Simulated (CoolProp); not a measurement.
Vapour-liquid equilibrium of n-perfluorobutane (1) + R365MFC (2) at 0.535 bar; x and y are mole fractions of (1).

Computed with CoolProp (multi-fluid Helmholtz-energy mixture model, Gao 2022 and Lemmon 2016; pair parameters Bell 2016).

| x | bubble temperature (K) | y at the bubble point | dew temperature at overall composition x (K) | liquid density (mol/L) |
|---|---|---|---|---|
| 0.05 | 278.5 | ? | 295.5 | 8.622 |
| 0.15 | 265.1 | 0.793 | ? | 8.533 |
| 0.25 | 261.2 | ? | 290.0 | 8.326 |
| 0.35 | 259.9 | 0.854 | 286.9 | 8.098 |
| 0.45 | 259.4 | 0.861 | 283.3 | 7.873 |
| 0.55 | 259.0 | 0.866 | 279.2 | 7.662 |
| 0.65 | 258.6 | 0.875 | 274.3 | 7.468 |
| 0.75 | 258.0 | 0.891 | 268.2 | 7.292 |
| 0.85 | 257.3 | 0.919 | 260.3 | ? |
| 0.95 | 256.6 | 0.965 | 256.7 | 6.991 |

Q: Some entries are withheld; supply them.

A: 
- 0.05, y at the bubble point: 0.566
- 0.15, dew temperature at overall composition x (K): 292.9
- 0.25, y at the bubble point: 0.839
- 0.85, liquid density (mol/L): 7.134

No azeotrope shows between x = 0.05 and 0.95.

The pair parameters rest on a limited set of measurements; away from them the model extrapolates. With so large a gap from Raoult's law the liquid may split in two, which this calculation doesn't test in full.
